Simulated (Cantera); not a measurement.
A perfectly stirred reactor is fed with H₂ : O₂ : N₂ = 0.69 : 1 : 20 (molar parts), at 0.582 atm; it is held at 1150 K, and followed from long to short residence time.

Computed with Cantera and GRI-Mech 3.0 (53 species, 325 reactions).

x: mole fraction; the columns are a selection and need not sum to one.

```tsv
τ (s)	x H₂	x O₂	x NO₂	x H₂O	x H₂O₂
0.33	0.000135	0.0307	9.73e-10	0.0322	[?]
0.17	0.000205	0.0307	6.60e-10	0.0321	[?]
0.088	0.000306	0.0308	4.93e-10	0.0319	[?]
0.046	0.000451	0.0308	4.04e-10	0.0318	[?]
0.024	0.000659	0.0309	3.53e-10	0.0315	[?]
0.012	0.000979	0.0310	3.15e-10	0.0311	[?]
0.0065	0.00138	0.0312	2.87e-10	0.0306	[?]
0.0034	0.00199	0.0314	2.59e-10	0.0298	9.91e-7
0.0018	0.00283	0.0318	2.30e-10	0.0287	1.06e-6
```

**Question.** Complete the blanks.

**Answer.** 
- 0.33, x H₂O₂: 2.81e-7
- 0.17, x H₂O₂: 3.65e-7
- 0.088, x H₂O₂: 4.62e-7
- 0.046, x H₂O₂: 5.66e-7
- 0.024, x H₂O₂: 6.77e-7
- 0.012, x H₂O₂: 7.97e-7
- 0.0065, x H₂O₂: 8.98e-7
